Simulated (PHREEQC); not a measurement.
A solution holds 0.026 mol/kgw HNO3, 0.00019 mol/kgw CuSO4 and 0.0043 mol/kgw CuCl2, at 25 °C. Closed to the air; pH follows from the charge balance.

All values are PHREEQC results (ion-association model, phreeqc.dat), not measurements.

```yaml
pH: 1.65
ionic_strength: 0.0393 mol/kgw
specific_conductance: 10600 µS/cm
total_alkalinity: -26.0 meq/kg
```

| species | molality | activity | log γ |
|---|---|---|---|
| NO3- | 0.0260 | 0.0214 | -0.085 |
| H+ | 0.0259 | 0.0224 | -0.064 |
| Cl- | 0.00855 | 0.00709 | -0.081 |
| Cu+2 | 0.00442 | 0.00226 | -0.291 |
| HSO4- | 9.73e-5 | 8.12e-5 | -0.078 |
| SO4-2 | 7.56e-5 | 3.73e-5 | -0.307 |
| CuCl+ | 5.20e-5 | 4.32e-5 | -0.080 |
| CuSO4 | 1.71e-5 | 1.72e-5 | 0.004 |
| CuCl2 | 1.63e-7 | 1.64e-7 | 0.004 |
| CuOH+ | 1.22e-9 | 1.01e-9 | -0.080 |

No solid was allowed to form. Complexes and solids missing from the database can't appear.
